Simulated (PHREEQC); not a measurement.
H3BO3 is added in steps, without added water, to 1 kg of water holding 0.01 mol/kgw CuCl2, at 25 °C. Oxygen alone is held at its pressure in air (log pO2 = -0.68). The system is closed to CO2. The run lets Tenorite, Atacamite precipitate or redissolve, and no other solid.

Base run: PHREEQC, ion-association model, wateq4f.dat. Each further column changes one thing. The table gives pH.

```tsv
H3BO3 added (mol)	base	CuCl2 from 0.01 to 0.005 mol/kgw
0	4.56	4.81
0.0025	4.56	4.81
0.005	4.56	4.81
0.0075	4.56	4.81
0.01	4.56	4.81
0.0125	4.56	4.81
0.015	4.56	4.81
0.0175	4.56	4.81
0.02	4.56	4.81
```
